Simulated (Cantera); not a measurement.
Cantera run, input and output.

```python
import numpy as np
import cantera as ct

gas = ct.Solution("gri30.yaml")
gas.TPX = 1323, 380000, {'CO': 0.0041, 'O2': 0.015, 'H2O': 0.00027, 'N2': 1}
inlet = ct.Reservoir(gas, clone=True)

reactor = ct.IdealGasConstPressureReactor(gas, energy="off", clone=False)
exhaust = ct.Reservoir(gas, clone=True)
tau = [0.69, 0.3, 0.13, 0.057, 0.025, 0.011, 0.0048][0]
for a, b in ((inlet, reactor), (reactor, exhaust)):
    ct.MassFlowController(a, b, mdot=lambda t: reactor.mass / tau)
net = ct.ReactorNet([reactor])
show = ['CO', 'O2', 'H2O', 'H2O2', 'H2', 'NO2']

rows = []
print(f"{'tau/s':>10s}{'T/K':>9s}" + "".join(f"{s:>11s}" for s in show))
for tau in [0.69, 0.3, 0.13, 0.057, 0.025, 0.011, 0.0048]:
    net.initial_time = 0.0
    net.advance(30 * tau)
    before = gas.X
    net.advance(40 * tau)
    drift = np.max(np.abs(gas.X - before) / (gas.X + 1e-9))
    rows.append([gas.T, *gas[show].X, drift])
    print(f"{tau:10.3e}{gas.T:9.1f}" + "".join(f"{x:11.3e}" for x in gas[show].X))
```

Result:

```
     tau/s      T/K         CO         O2        H2O       H2O2         H2        NO2
 6.900e-01   1323.0  1.712e-04  1.281e-02  2.636e-04  8.239e-10  1.089e-07  1.791e-07
 3.000e-01   1323.0  3.096e-04  1.287e-02  2.630e-04  1.419e-09  2.027e-07  1.453e-07
 1.300e-01   1323.0  5.443e-04  1.299e-02  2.623e-04  2.399e-09  3.640e-07  1.006e-07
 5.700e-02   1323.0  9.112e-04  1.316e-02  2.613e-04  3.826e-09  6.106e-07  6.016e-08
 2.500e-02   1323.0  1.444e-03  1.342e-02  2.601e-04  5.653e-09  9.421e-07  3.088e-08
 1.100e-02   1323.0  2.120e-03  1.375e-02  2.589e-04  7.547e-09  1.298e-06  1.333e-08
 4.800e-03   1323.0  2.844e-03  1.410e-02  2.581e-04  8.879e-09  1.541e-06  4.486e-09
```

Model: GRI-Mech 3.0 (53 species, 325 reactions), integrated in Cantera.
